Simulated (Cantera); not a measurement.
An adiabatic, constant-volume homogeneous reactor starts with 11.2 % CH4, 18.7 % O2, 70.1 % N2, equivalence ratio 1.2, at 1675 K and 0.306 atm.

Cantera simulation using GRI-Mech 3.0 (53 species, 325 reactions); the numbers are that mechanism's predictions, not measurements.

Problem. Predict: time of steepest temperature rise; temperature at 0.300 s; equilibrium temperature; x(O2) at 0.300 s; x(NO) at 0.300 s; x(H2O) at 0.300 s; x(OH) at 0.300 s.

Solution. 
```
Quantity                                                             Value
---------------------------------  ---------------------------------------
time of steepest temperature rise                                 0.711 ms
temperature at 0.300 s                                              2860 K
equilibrium temperature                                             2860 K
x(O2) at 0.300 s                     0.0133 (gas-phase equilibrium 0.0133)
x(NO) at 0.300 s                   0.00904 (gas-phase equilibrium 0.00904)
x(H2O) at 0.300 s                      0.135 (gas-phase equilibrium 0.135)
x(OH) at 0.300 s                     0.0258 (gas-phase equilibrium 0.0258)
```
